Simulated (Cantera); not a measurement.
A closed system holds: 1 mol PbO, 0.078 mol H2, a varied amount of N2, at 0.000120 bar.

These are equilibrium values from Cantera (NASA tables, ideal gas, pure condensed phases), not measurements of a reactor. Candidate condensed phases: H2O, Pb, PbO, PbO2, Pb3O4; 27 gas species. Rates play no part.

**Question.** What condenses at these points (T in K, n(N2) in mol): (725, 46); (625, 14); (1225, 30); (1325, 38); (1425, 54); (925, 62)?

**Answer.** 
```csv
T (K),n(N2) in mol,condensed phases,Pb condensed (%)
725,46,Pb + PbO,99.9
625,14,Pb + PbO,100.0
1225,30,gas only,0.0
1325,38,gas only,0.0
1425,54,gas only,0.0
925,62,PbO,91.1
```
